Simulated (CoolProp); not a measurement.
A single-stage vapour-compression cycle with the fluid: evaporating at 212.15 K (dew point), condensing at 252.15 K (bubble point), superheat 0 K, subcooling 8 K, compressor efficiency 0.75, no pressure losses. The same conditions are run with several fluids, on thermodynamics alone (safety and materials aside).

The numbers come from the reference Helmholtz-energy equation of state of each fluid (hydrogen sulfide: Lemmon 2006; R125: Lemmon 2005; R507A: Lemmon 2003; R410A: Lemmon 2003; carbonyl sulfide: Lemmon 2006; CH3F (R41): Lemmon 2006) in CoolProp. Blends and air are pseudo-pure fits.

Task: Rank hydrogen sulfide, R125, R507A, R410A, carbonyl sulfide, CH3F (R41) by cooling COP, highest first.

Result: R507A (3.57), R125 (3.55), R410A (3.53), carbonyl sulfide (3.51), hydrogen sulfide (3.43), CH3F (R41) (3.39)

| fluid | pressure ratio | discharge temperature (K) | refrigerating effect (kJ/kg) | volumetric capacity (kJ/m³) |
|---|---|---|---|---|
| hydrogen sulfide | 5.40 | 355.5 | 483 | 933 |
| R125 | 6.33 | 271.9 | 135 | 484 |
| R507A | 6.28 | 278.1 | 166 | 462 |
| R410A | 6.38 | 305.3 | 237 | 608 |
| carbonyl sulfide | 5.53 | 333.8 | 278 | 575 |
| CH3F (R41) | 4.56 | 324.0 | 392 | 1970 |
